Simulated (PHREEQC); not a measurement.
1 kg of water holding 0.025 mol/kgw NaCl and 0.26 mol/kgw Na2SO4 is evaporated at 60 °C; the solids stay in contact with the brine. No CO2 enters from the air. Only these solids could form: Halite, Mirabilite, Thenardite.

Base run: PHREEQC, Pitzer model, pitzer.dat. Each further column changes one thing. The table gives water activity.

```csv
H2O removed (mol),base,temperature from 60 to 75 °C,temperature from 60 to 5 °C
0,0.989,0.989,0.989
18.01,0.984,0.984,(withheld)
34.69,0.973,0.973,0.983
43.95,0.952,0.952,(withheld)
47.7,0.929,0.930,(withheld)
50.23,0.895,0.897,0.973
52.58,0.885,0.891,(withheld)
```

### Question
Complete the blanks.

### Answer

- 18.01, temperature from 60 to 5 °C: 0.985
- 43.95, temperature from 60 to 5 °C: 0.981
- 47.7, temperature from 60 to 5 °C: 0.979
- 52.58, temperature from 60 to 5 °C: 0.843

Constants without temperature data keep their 25 °C values here.
